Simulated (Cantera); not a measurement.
A Cantera script and its output.

```python
import numpy as np
import cantera as ct

gas = ct.Solution("h2o2.yaml")
gas.TPX = 500, 101325, {'H2': 0.79, 'O2': 0.833, 'N2': 3.13, 'H2O': 0.12}
flame = ct.FreeFlame(gas, width=0.04)
flame.set_refine_criteria(ratio=3, slope=0.08, curve=0.16)
flame.transport_model = "mixture-averaged"
flame.solve(loglevel=0, auto=True)
z, T = flame.grid, flame.T
thick = (T[-1] - T[0]) / np.gradient(T, z).max()
show = ['H2', 'O2', 'H2O', 'OH', 'H2O2', 'O']
print(f"laminar burning velocity  {flame.velocity[0] * 100:.3f} cm/s")
print(f"burnt temperature         {T[-1]:.1f} K")
print(f"thermal thickness         {thick * 1e3:.4f} mm")
print(f"grid points               {len(z)}")
z0 = z[flame.heat_release_rate.argmax()]
print(f"{'z/mm':>9s}{'T/K':>9s}{'u/(m/s)':>9s}" + "".join(f"{s:>11s}" for s in show))
rows = []
for k in (-3, -2, -1.5, -1, -0.5, -0.25, 0, 0.25, 0.5, 1, 2, 4, 8):
    zz = z0 + k * thick
    rows.append([k * thick, np.interp(zz, z, T), np.interp(zz, z, flame.velocity),
                 *(np.interp(zz, z, flame.X[gas.species_index(s)]) for s in show)])
    print(f"{rows[-1][0] * 1e3:9.3f}{rows[-1][1]:9.1f}{rows[-1][2]:9.3f}" + "".join(f"{x:11.3e}" for x in rows[-1][3:]))
```

Output:

```
laminar burning velocity  122.595 cm/s
burnt temperature         1684.5 K
thermal thickness         0.4231 mm
grid points               104
     z/mm      T/K  u/(m/s)         H2         O2        H2O         OH       H2O2          O
   -1.269    500.1    1.225  1.611e-01  1.711e-01  2.466e-02  4.523e-13  5.689e-09  2.621e-11
   -0.846    500.4    1.222  1.586e-01  1.716e-01  2.476e-02  1.263e-11  6.563e-08  7.020e-10
   -0.635    502.0    1.220  1.541e-01  1.725e-01  2.502e-02  1.403e-10  4.481e-07  6.319e-09
   -0.423    512.1    1.229  1.416e-01  1.747e-01  2.637e-02  6.897e-09  4.289e-06  8.863e-08
   -0.212    647.5    1.504  1.032e-01  1.746e-01  4.391e-02  5.910e-05  4.918e-05  1.611e-05
   -0.106    900.6    2.058  6.990e-02  1.614e-01  7.984e-02  4.638e-04  3.685e-05  3.246e-04
    0.000   1179.5    2.676  3.654e-02  1.366e-01  1.279e-01  1.675e-03  1.161e-05  1.983e-03
    0.106   1371.3    3.106  1.543e-02  1.153e-01  1.629e-01  3.630e-03  5.030e-06  3.848e-03
    0.212   1479.9    3.348  7.136e-03  1.058e-01  1.785e-01  4.767e-03  2.944e-06  4.155e-03
    0.423   1581.2    3.569  2.956e-03  1.015e-01  1.882e-01  4.852e-03  1.475e-06  2.892e-03
    0.846   1644.2    3.703  1.178e-03  1.008e-01  1.933e-01  3.550e-03  7.102e-07  1.229e-03
    1.692   1670.8    3.758  3.620e-04  1.011e-01  1.957e-01  2.076e-03  3.283e-07  3.795e-04
    3.385   1680.0    3.776  9.830e-05  1.013e-01  1.966e-01  1.123e-03  1.428e-07  1.061e-04
```

Cantera simulation using the H2/O2 subset of GRI-Mech 3.0, which has no nitrogen chemistry; the numbers are that mechanism's predictions, not measurements. Burning velocities carry a grid error of a few per cent, more on coarse grids. Lean hydrogen flames are cellular in practice and burn faster than this planar one.
